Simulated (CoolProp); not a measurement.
Vapour-liquid equilibrium of CH2F2 (R32) (1) + R227EA (2) at 205 K; x and y are mole fractions of (1).

Computed with CoolProp (multi-fluid Helmholtz-energy mixture model, Tillner-Roth 1997 and Lemmon 2016; pair parameters Bell 2016).

```tsv
x	bubble pressure (kPa)	y at the bubble point	dew pressure at overall composition x (kPa)	liquid density (mol/L)
0.05	8.112	0.373	5.593	[?]
0.2	16.34	0.735	[?]	[?]
0.35	23.21	0.842	[?]	12.84
0.5	28.32	0.892	9.856	14.47
0.65	32.16	0.923	[?]	16.52
0.8	35.51	0.950	19.95	19.16
0.95	39.08	0.985	35.47	[?]
```

Q: Fill in the missing entries.

A: 
- 0.05, liquid density (mol/L): 10.39
- 0.2, dew pressure at overall composition x (kPa): 6.535
- 0.2, liquid density (mol/L): 11.50
- 0.35, dew pressure at overall composition x (kPa): 7.859
- 0.65, dew pressure at overall composition x (kPa): 13.21
- 0.95, liquid density (mol/L): 22.71

No azeotrope shows between x = 0.05 and 0.95.

The pair parameters rest on a limited set of measurements; away from them the model extrapolates.
